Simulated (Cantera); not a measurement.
Low-pressure radical oxidation in H2/O2

An isothermal, constant-pressure homogeneous reactor starts with 0.804 % H2, 53.6 % O2, 45.6 % N2, at 1150 K and 1330 Pa.

Model: the H2/O2 subset of GRI-Mech 3.0, which has no nitrogen chemistry, integrated in Cantera. Radical loss at walls, strong at low pressure, is not modelled.

| t (s) | x H2 | x O2 | x OH | x H2O2 | x H2O | x HO2 |
|---|---|---|---|---|---|---|
| 5.00e-5 | 0.00804 | 0.536 | 1.55e-11 | <1e-12 | <1e-12 | 7.38e-11 |
| 0.000141 | 0.00804 | 0.536 | 9.27e-11 | <1e-12 | 1.10e-11 | 2.08e-10 |
| 0.000397 | 0.00804 | 0.536 | 4.38e-10 | <1e-12 | 1.59e-10 | 5.88e-10 |
| 0.00112 | 0.00804 | 0.536 | 2.20e-9 | <1e-12 | 2.12e-9 | 1.67e-9 |
| 0.00316 | 0.00804 | 0.536 | 3.57e-8 | 3.02e-12 | 5.99e-8 | 4.94e-9 |
| 0.00890 | 0.00793 | 0.536 | 4.45e-5 | 2.57e-10 | 8.17e-5 | 3.27e-7 |
| 0.0251 | 6.24e-5 | 0.529 | 0.000553 | 1.70e-8 | 0.00744 | 8.94e-7 |
| 0.0707 | 3.84e-5 | 0.530 | 0.000457 | 1.47e-8 | 0.00761 | 7.73e-7 |
| 0.199 | 2.16e-5 | 0.532 | 0.000343 | 1.41e-8 | 0.00780 | 6.02e-7 |
| 0.562 | 7.12e-6 | 0.534 | 0.000198 | 1.18e-8 | 0.00795 | 3.50e-7 |
| 1.58 | 1.45e-6 | 0.534 | 8.97e-5 | 7.10e-9 | 0.00803 | 1.39e-7 |
| 4.46 | 2.42e-7 | 0.534 | 3.70e-5 | 2.67e-9 | 0.00806 | 3.99e-8 |
| 12.6 | 4.32e-8 | 0.534 | 1.58e-5 | 7.31e-10 | 0.00807 | 9.86e-9 |
| 35.5 | 9.28e-9 | 0.534 | 7.34e-6 | 1.91e-10 | 0.00807 | 2.73e-9 |
| 100 | 2.41e-9 | 0.534 | 3.76e-6 | 5.44e-11 | 0.00807 | 1.25e-9 |
x: mole fraction; the columns are a selection and need not sum to one.

Equilibrium at this temperature and pressure: H2 4.14e-10, O2 0.534, OH 1.56e-6, H2O2 1.02e-11, H2O 0.00807, HO2 1.46e-9 (gas phase only).
